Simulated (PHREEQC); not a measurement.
2.2 g of hydrous ferric oxide (600 m²/g; 0.2 weak and 0.005 strong sites per Fe, Dzombak-Morel constants, diffuse double layer) in 1 kg of water with 0.001 mol/kgw of an inert sodium salt and 0.044 mmol/kgw NaH2PO4 and 14 mmol/kgw Na2SO4, at 25 °C; the pH is set by adding NaOH or the inert anion's acid. Oxygen alone is held at its pressure in air (log pO2 = -0.68). The system is closed to CO2. No solid was allowed to form.

The series has 17 steps of pH, from 4 to 12.

Model: ion-association model, wateq4f.dat, run in PHREEQC.

Problem. Near which pH is half of the P sorbed, and on which side is more sorbed?

Solution. Near pH 9.7, with more sorbed at lower pH.

Species that the database lacks are ignored. H3PO4, which wateq4f.dat lacks, is added to it with the constant of phreeqc.dat.
